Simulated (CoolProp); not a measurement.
A single-stage vapour-compression cycle with R152A: evaporating at 270.15 K (dew point), condensing at 333.15 K (bubble point), superheat 10 K, subcooling 0 K, compressor efficiency 0.7, no pressure losses. Each further row changes one setting.

Model: reference Helmholtz-energy equation of state, Outcalt 1996, in CoolProp. It is a modified Benedict-Webb-Rubin equation, recast in Helmholtz form.

```tsv
case	cooling COP	pressure ratio	discharge temperature (K)	refrigerating effect (kJ/kg)	volumetric capacity (kJ/m³)
as stated	2.19	6.34	380.5	205	1480
evaporating temperature 275.15 K	2.48	___	___	209	1780
condensing temperature 328.15 K	2.46	___	373.6	215	1550
subcooling 5 K	2.30	6.34	380.5	216	1550
superheat 20 K	___	6.34	___	216	1490
compressor efficiency 0.6	1.88	6.34	391.6	205	1480
```

**Question.** Some entries are withheld; supply them.

**Answer.** 
- evaporating temperature 275.15 K, pressure ratio: 5.29
- evaporating temperature 275.15 K, discharge temperature (K): 376.4
- condensing temperature 328.15 K, pressure ratio: 5.63
- superheat 20 K, cooling COP: 2.20
- superheat 20 K, discharge temperature (K): 391.3
